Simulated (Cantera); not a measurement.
Feed: 1 mol NF3, 0.019 mol O2, 2 mol N2, a varied amount of SO2, held at 2152 °C and 24.8 Torr.

Method: chemical equilibrium by Gibbs-energy minimisation in Cantera with the NASA 1993 tables (ideal gas, pure condensed phases). Candidate condensed phases: S; 35 gas species. The tables' values for SOF2 are old estimates; treat these amounts as uncertain. Kinetics and transport are ignored.

log p: log10 of the partial pressure in bar; nothing condenses.

```json
[
 {"n(SO2) (mol)": "0.0068", "log p F": "-1.75", "log p N2": "-1.83", "log p SO2": "-4.59", "log p SO": "___", "log p O2": "-4.22", "log p O": "-4.11"},
 {"n(SO2) (mol)": "0.012", "log p F": "-1.75", "log p N2": "-1.83", "log p SO2": "-4.34", "log p SO": "___", "log p O2": "-4.19", "log p O": "-4.10"},
 {"n(SO2) (mol)": "0.022", "log p F": "-1.75", "log p N2": "-1.83", "log p SO2": "-4.07", "log p SO": "___", "log p O2": "-4.14", "log p O": "-4.08"},
 {"n(SO2) (mol)": "0.041", "log p F": "-1.75", "log p N2": "-1.83", "log p SO2": "-3.78", "log p SO": "___", "log p O2": "-4.07", "log p O": "-4.04"},
 {"n(SO2) (mol)": "0.074", "log p F": "-1.75", "log p N2": "-1.83", "log p SO2": "-3.51", "log p SO": "___", "log p O2": "-3.98", "log p O": "-3.99"},
 {"n(SO2) (mol)": "0.14", "log p F": "-1.76", "log p N2": "-1.84", "log p SO2": "-3.22", "log p SO": "___", "log p O2": "-3.86", "log p O": "-3.93"},
 {"n(SO2) (mol)": "0.25", "log p F": "-1.77", "log p N2": "-1.85", "log p SO2": "-2.96", "log p SO": "___", "log p O2": "-3.73", "log p O": "-3.87"}
]
```

Q: What belongs in the gaps?

A: 
- 0.0068, log p SO: -4.93
- 0.012, log p SO: -4.69
- 0.022, log p SO: -4.44
- 0.041, log p SO: -4.20
- 0.074, log p SO: -3.97
- 0.14, log p SO: -3.74
- 0.25, log p SO: -3.54
